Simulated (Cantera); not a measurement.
## Adiabatic ignition

An adiabatic, constant-volume homogeneous reactor starts with 2.89 % CH₄, 0.0926 % C₂H₆, 20.4 % O₂, 76.7 % N₂, equivalence ratio 0.30, at 1373 K and 500000 Pa.

Cantera simulation using GRI-Mech 3.0 (53 species, 325 reactions); the numbers are that mechanism's predictions, not measurements.

```tsv
t (s)	T (K)	P (bar)	x CH₄	x C₂H₆	x O₂	x N₂O	x CH₂O
4.00e-6	1373	5.00	0.0289	0.000925	0.204	<1e-12	3.01e-8
9.59e-6	1373	5.00	0.0289	0.000925	0.204	1.10e-12	1.78e-7
2.30e-5	1373	5.00	0.0289	0.000923	0.204	6.64e-12	1.10e-6
5.52e-5	1373	5.00	0.0289	0.000919	0.204	4.80e-11	7.74e-6
0.000132	1374	5.00	0.0288	0.000911	0.204	3.97e-10	7.03e-5
0.000317	1386	5.05	0.0271	0.000953	0.202	4.16e-9	0.000714
0.000761	2202	8.03	<1e-12	<1e-12	0.142	1.53e-6	<1e-12
0.00183	2202	8.03	<1e-12	<1e-12	0.142	1.53e-6	<1e-12
0.00438	2201	8.03	<1e-12	<1e-12	0.142	1.53e-6	<1e-12
0.0105	2200	8.02	<1e-12	<1e-12	0.141	1.52e-6	<1e-12
0.0252	2196	8.01	<1e-12	<1e-12	0.141	1.51e-6	<1e-12
0.0604	2189	7.98	<1e-12	<1e-12	0.139	1.49e-6	<1e-12
0.145	2181	7.95	<1e-12	<1e-12	0.138	1.47e-6	<1e-12
0.348	2176	7.93	<1e-12	<1e-12	0.137	1.47e-6	<1e-12
0.834	2176	7.93	<1e-12	<1e-12	0.137	1.47e-6	<1e-12
2.00	2176	7.93	<1e-12	<1e-12	0.137	1.47e-6	<1e-12
```
x: mole fraction; the columns are a selection and need not sum to one.

```yaml
time_of_steepest_temperature_rise: 0.428 ms
temperature at 2.00 s: 2176 K
equilibrium_temperature: 2176 K
x(CH₄) at 2.00 s: <1e-12 (gas-phase equilibrium <1e-12)
x(C₂H₆) at 2.00 s: <1e-12 (gas-phase equilibrium <1e-12)
x(O₂) at 2.00 s: 0.137 (gas-phase equilibrium 0.137)
```
